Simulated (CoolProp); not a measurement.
Vapour-liquid equilibrium of hydrogen sulfide (1) + n-butane (2) at 58.65 °C; x and y are mole fractions of (1).

Values from CoolProp's multi-fluid Helmholtz-energy mixture model, Lemmon 2006 and Bücker 2006; pair parameters Kunz 2012.

```json
[
 {"x": "0.05", "bubble pressure, mixture model (kPa)": "860.2", "bubble pressure, Raoult's law (kPa)": "798.5", "y, mixture model": "0.276", "y, Raoult's law": "0.265"},
 {"x": "0.125", "bubble pressure, mixture model (kPa)": "?", "bubble pressure, Raoult's law (kPa)": "1070", "y, mixture model": "0.490", "y, Raoult's law": "0.495"},
 {"x": "0.2", "bubble pressure, mixture model (kPa)": "1543", "bubble pressure, Raoult's law (kPa)": "1342", "y, mixture model": "?", "y, Raoult's law": "0.632"},
 {"x": "0.275", "bubble pressure, mixture model (kPa)": "1853", "bubble pressure, Raoult's law (kPa)": "1613", "y, mixture model": "0.682", "y, Raoult's law": "0.723"},
 {"x": "0.35", "bubble pressure, mixture model (kPa)": "2144", "bubble pressure, Raoult's law (kPa)": "1885", "y, mixture model": "0.734", "y, Raoult's law": "0.787"},
 {"x": "0.425", "bubble pressure, mixture model (kPa)": "?", "bubble pressure, Raoult's law (kPa)": "2157", "y, mixture model": "?", "y, Raoult's law": "0.835"},
 {"x": "0.5", "bubble pressure, mixture model (kPa)": "?", "bubble pressure, Raoult's law (kPa)": "2428", "y, mixture model": "?", "y, Raoult's law": "0.873"},
 {"x": "0.575", "bubble pressure, mixture model (kPa)": "2924", "bubble pressure, Raoult's law (kPa)": "2700", "y, mixture model": "0.837", "y, Raoult's law": "0.903"},
 {"x": "0.65", "bubble pressure, mixture model (kPa)": "?", "bubble pressure, Raoult's law (kPa)": "2972", "y, mixture model": "?", "y, Raoult's law": "0.927"},
 {"x": "0.725", "bubble pressure, mixture model (kPa)": "3399", "bubble pressure, Raoult's law (kPa)": "3243", "y, mixture model": "0.889", "y, Raoult's law": "0.948"},
 {"x": "0.8", "bubble pressure, mixture model (kPa)": "3629", "bubble pressure, Raoult's law (kPa)": "3515", "y, mixture model": "0.915", "y, Raoult's law": "0.965"},
 {"x": "0.875", "bubble pressure, mixture model (kPa)": "3857", "bubble pressure, Raoult's law (kPa)": "3786", "y, mixture model": "0.943", "y, Raoult's law": "0.980"},
 {"x": "0.95", "bubble pressure, mixture model (kPa)": "4086", "bubble pressure, Raoult's law (kPa)": "4058", "y, mixture model": "0.975", "y, Raoult's law": "0.992"}
]
```

Fill in the missing entries.


- 0.125, bubble pressure, mixture model (kPa): 1211
- 0.2, y, mixture model: 0.607
- 0.425, bubble pressure, mixture model (kPa): 2417
- 0.425, y, mixture model: 0.775
- 0.5, bubble pressure, mixture model (kPa): 2676
- 0.5, y, mixture model: 0.808
- 0.65, bubble pressure, mixture model (kPa): 3165
- 0.65, y, mixture model: 0.863

The largest gap from Raoult's law is +15.0 % in bubble pressure, at x = 0.2. No azeotrope shows between x = 0.05 and 0.95.

The pair parameters rest on a limited set of measurements; away from them the model extrapolates.
